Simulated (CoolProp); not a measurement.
A closed Brayton cycle with dry air: compressor inlet 328.15 K and 7.1 MPa, high pressure 16 MPa, turbine inlet 945 K, compressor efficiency 0.89, turbine efficiency 0.85, recuperator effectiveness 0.9 (on enthalpy, no pinch check). Each further row changes one setting.

Values from CoolProp's reference Helmholtz-energy equation of state, Lemmon 2000. It is a pseudo-pure fit of the blend.

```csv
case,thermal efficiency (%),net work (kJ/kg),compressor to turbine work,compressor exit (K),turbine exit (K)
as stated,34.4,75.8,0.57,425.8,793.3
turbine inlet 895 K,32.2,66.5,0.60,425.8,750.0
compressor inlet 338.15 K,33.2,72.5,0.59,438.6,793.3
high pressure 13.6 MPa,33.9,65.4,0.54,404.4,821.5
recuperator effectiveness 0.5,20.0,75.8,0.57,425.8,793.3
```
